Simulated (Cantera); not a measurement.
Input (Python, Cantera):

```python
import numpy as np
import cantera as ct

gas = ct.Solution("h2o2.yaml")
gas.TPX = 550, 13332, {'H2': 1, 'O2': 0.455, 'N2': 1.71, 'H2O': 0.37}
flame = ct.FreeFlame(gas, width=0.16)
flame.set_refine_criteria(ratio=3, slope=0.08, curve=0.16)
flame.transport_model = "mixture-averaged"
flame.solve(loglevel=0, auto=True)
z, T = flame.grid, flame.T
thick = (T[-1] - T[0]) / np.gradient(T, z).max()
show = ['H2', 'O2', 'H2O', 'H2O2', 'H', 'O']
print(f"laminar burning velocity  {flame.velocity[0] * 100:.3f} cm/s")
print(f"burnt temperature         {T[-1]:.1f} K")
print(f"thermal thickness         {thick * 1e3:.4f} mm")
print(f"grid points               {len(z)}")
z0 = z[flame.heat_release_rate.argmax()]
print(f"{'z/mm':>9s}{'T/K':>9s}{'u/(m/s)':>9s}" + "".join(f"{s:>11s}" for s in show))
rows = []
for k in (-3, -2, -1.5, -1, -0.5, -0.25, 0, 0.25, 0.5, 1, 2, 4, 8):
    zz = z0 + k * thick
    rows.append([k * thick, np.interp(zz, z, T), np.interp(zz, z, flame.velocity),
                 *(np.interp(zz, z, flame.X[gas.species_index(s)]) for s in show)])
    print(f"{rows[-1][0] * 1e3:9.3f}{rows[-1][1]:9.1f}{rows[-1][2]:9.3f}" + "".join(f"{x:11.3e}" for x in rows[-1][3:]))
```

Result:

```
laminar burning velocity  485.385 cm/s
burnt temperature         2277.6 K
thermal thickness         6.0603 mm
grid points               140
     z/mm      T/K  u/(m/s)         H2         O2        H2O       H2O2          H          O
  -18.181    550.0    4.854  2.829e-01  1.287e-01  1.047e-01  1.905e-17  2.443e-18  3.430e-19
  -12.121    550.0    4.854  2.829e-01  1.287e-01  1.047e-01  1.767e-16  1.882e-14  9.092e-16
   -9.091    550.0    4.854  2.829e-01  1.287e-01  1.047e-01  2.254e-14  6.211e-12  1.659e-13
   -6.060    550.0    4.854  2.829e-01  1.287e-01  1.047e-01  1.682e-11  6.021e-09  9.336e-11
   -3.030    552.8    4.874  2.820e-01  1.287e-01  1.049e-01  6.274e-07  5.358e-05  1.843e-06
   -1.515    664.0    5.786  2.642e-01  1.259e-01  1.155e-01  3.309e-06  3.881e-03  1.068e-04
    0.000   1051.6    8.888  1.607e-01  9.164e-02  1.945e-01  6.988e-07  4.336e-02  4.166e-03
    1.515   1334.2   11.125  6.572e-02  3.536e-02  2.977e-01  1.090e-06  7.330e-02  9.570e-03
    3.030   1452.5   12.027  5.701e-02  2.640e-02  3.147e-01  9.047e-07  6.740e-02  9.788e-03
    6.060   1582.3   12.983  5.809e-02  2.305e-02  3.234e-01  5.603e-07  5.490e-02  9.003e-03
   12.121   1721.8   13.980  5.805e-02  1.962e-02  3.339e-01  2.956e-07  4.197e-02  7.590e-03
   24.241   1861.6   14.949  5.590e-02  1.590e-02  3.464e-01  1.545e-07  3.020e-02  5.824e-03
   48.483   1992.7   15.831  5.189e-02  1.215e-02  3.602e-01  8.758e-08  2.046e-02  4.037e-03
```

Cantera simulation using the H2/O2 subset of GRI-Mech 3.0, which has no nitrogen chemistry; the numbers are that mechanism's predictions, not measurements. Burning velocities carry a grid error of a few per cent, more on coarse grids.
